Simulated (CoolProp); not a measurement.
Vapour-liquid equilibrium of R114 (1) + R113 (2) at 331.2 K; x and y are mole fractions of (1).

The numbers come from the multi-fluid Helmholtz-energy mixture model, Platzer 1990 and Marx 1992; pair parameters Bell 2016 in CoolProp. This equation is an older, rougher fit; its heat capacities, sound speeds and derivatives of the liquid may be far off and weren't checked against measurements.

```tsv
x	bubble pressure (kPa)	y at the bubble point	dew pressure at overall composition x (kPa)	liquid density (mol/L)
0.05	160.8	0.158	147.1	7.914
0.15	___	0.385	159.8	7.924
0.25	240.3	0.541	174.8	7.932
0.35	280.8	0.654	192.9	7.936
0.45	321.5	0.739	215.2	7.938
0.55	362.3	0.806	243.2	7.937
0.65	___	0.861	279.3	7.931
0.75	444.8	0.908	___	7.922
0.85	486.8	0.948	394.2	7.907
0.95	529.7	0.983	489.5	7.886
```

Question: Some entries are withheld; supply them.

Answer: 
- 0.15, bubble pressure (kPa): 200.2
- 0.65, bubble pressure (kPa): 403.4
- 0.75, dew pressure at overall composition x (kPa): 327.5

No azeotrope shows between x = 0.05 and 0.95.

The pair parameters rest on a limited set of measurements; away from them the model extrapolates.
